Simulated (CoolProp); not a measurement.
The fluid at 293.15 K and 10.5 MPa is throttled through a valve to 4.65 MPa with no heat exchange. The same conditions are run with several fluids, on thermodynamics alone (safety and materials aside).

Computed with CoolProp (reference Helmholtz-energy equation of state of each fluid (C2F6 (R116): Lemmon 2006; dry air: Lemmon 2000; ethylene: Smukala 2000; carbon monoxide: Lemmon 2006; fluorine: de Reuck 1990)). Blends and air are pseudo-pure fits.

```tsv
fluid	temperature change (K)	final phase	final density (kg/m³)
C2F6 (R116)	(withheld)	liquid	(withheld)
dry air	-10.8	supercritical	58.3
ethylene	(withheld)	(withheld)	283
carbon monoxide	(withheld)	supercritical	(withheld)
fluorine	(withheld)	(withheld)	76.9
```

Problem. What belongs in the gaps?

Solution. 
- C2F6 (R116), temperature change (K): -3.7
- C2F6 (R116), final density (kg/m³): 1070
- ethylene, temperature change (K): -14.4
- ethylene, final phase: two-phase, vapour fraction 0.055
- carbon monoxide, temperature change (K): -11.4
- carbon monoxide, final density (kg/m³): 56.6
- fluorine, temperature change (K): -9.8
- fluorine, final phase: gas
